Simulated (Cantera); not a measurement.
Mixture: CO : H₂ : CH₄ : O₂ : N₂ = 1 : 0.27 : 0.36 : 1.43 : 5.36 (molar parts), at 1300000 Pa, adiabatic and at constant volume. Ignition delay is the time to a rise of 400 K.

Model: GRI-Mech 3.0 (53 species, 325 reactions), integrated in Cantera. The pressure lies above the range GRI-Mech 3.0 was tuned for (to about 10 atm).

Task: What does this change do: H2 0.27 to 0.17 parts?

Result: 
```json
[
 {"quantity": "delay at 1150 K", "before": "0.315 ms", "after": "0.450 ms"},
 {"quantity": "delay at 1250 K", "before": "99.5 µs", "after": "0.155 ms"},
 {"quantity": "delay at 1350 K", "before": "43.9 µs", "after": "70.1 µs"},
 {"quantity": "delay at 1450 K", "before": "22.6 µs", "after": "35.4 µs"},
 {"quantity": "delay at 1550 K", "before": "12.6 µs", "after": "19.0 µs"},
 {"quantity": "delay at 1650 K", "before": "7.48 µs", "after": "10.8 µs"},
 {"quantity": "delay at 1750 K", "before": "4.67 µs", "after": "6.47 µs"},
 {"quantity": "apparent activation energy between 1550 and 1750 K", "before": "110 kJ/mol", "after": "120 kJ/mol"}
]
```

Task: What does this change do: pressure from 1300000 Pa to 260000 Pa?

Result: 
```json
[
 {"quantity": "delay at 1150 K", "before": "0.315 ms", "after": "0.646 ms"},
 {"quantity": "delay at 1250 K", "before": "99.5 µs", "after": "0.280 ms"},
 {"quantity": "delay at 1350 K", "before": "43.9 µs", "after": "0.137 ms"},
 {"quantity": "delay at 1450 K", "before": "22.6 µs", "after": "73.7 µs"},
 {"quantity": "delay at 1550 K", "before": "12.6 µs", "after": "43.2 µs"},
 {"quantity": "delay at 1650 K", "before": "7.48 µs", "after": "27.1 µs"},
 {"quantity": "delay at 1750 K", "before": "4.67 µs", "after": "17.9 µs"},
 {"quantity": "apparent activation energy between 1550 and 1750 K", "before": "110 kJ/mol", "after": "99 kJ/mol"}
]
```
